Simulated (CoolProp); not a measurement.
Model: reference Helmholtz-energy equation of state, Wu 2012, in CoolProp.

Task: For fluoroethane (R161), give the phase and the cp (kJ/(kg K)), Joule-Thomson coefficient (K/MPa) at 375.3 K and 0.0494 MPa; 265.3 K and 0.22 MPa.

Result: 
- 375.3 K and 0.0494 MPa: gas; cp 1.48, Joule-Thomson coefficient 10.2
- 265.3 K and 0.22 MPa: gas; cp 1.20, Joule-Thomson coefficient 30.9
